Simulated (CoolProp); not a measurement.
Vapour-liquid equilibrium of diethyl ether (1) + benzene (2) at 11.3 bar; x and y are mole fractions of (1).

Model: multi-fluid Helmholtz-energy mixture model, Thol 2014 and Thol 2012; pair parameters Bell 2016, in CoolProp.

| x | bubble temperature, mixture model (K) | bubble temperature, Raoult's law (K) | y, mixture model | y, Raoult's law |
|---|---|---|---|---|
| 0.05 | 454.3 | 453.5 | [?] | 0.131 |
| 0.125 | 448.1 | 446.5 | [?] | 0.293 |
| 0.2 | 442.3 | 440.3 | [?] | 0.424 |
| 0.275 | 437.0 | 434.7 | 0.464 | 0.530 |
| 0.35 | 432.0 | 429.6 | 0.554 | 0.619 |
| 0.425 | [?] | 425.0 | 0.632 | 0.693 |
| 0.5 | 422.9 | 420.7 | 0.701 | 0.755 |
| 0.575 | 418.7 | 416.7 | 0.762 | 0.808 |
| 0.65 | 414.8 | 413.0 | [?] | 0.854 |
| 0.725 | [?] | 409.6 | 0.863 | 0.893 |
| 0.8 | [?] | 406.4 | 0.906 | 0.928 |
| 0.875 | 404.1 | 403.4 | 0.944 | 0.958 |
| 0.95 | 400.9 | 400.6 | 0.979 | 0.984 |

Complete the blanks.


- 0.05, y, mixture model: 0.105
- 0.125, y, mixture model: 0.243
- 0.2, y, mixture model: 0.362
- 0.425, bubble temperature, mixture model (K): 427.3
- 0.65, y, mixture model: 0.815
- 0.725, bubble temperature, mixture model (K): 411.0
- 0.8, bubble temperature, mixture model (K): 407.5

The largest gap from Raoult's law is +2.4 K in bubble temperature, at x = 0.35. No azeotrope shows between x = 0.05 and 0.95.

The pair parameters rest on a limited set of measurements; away from them the model extrapolates.
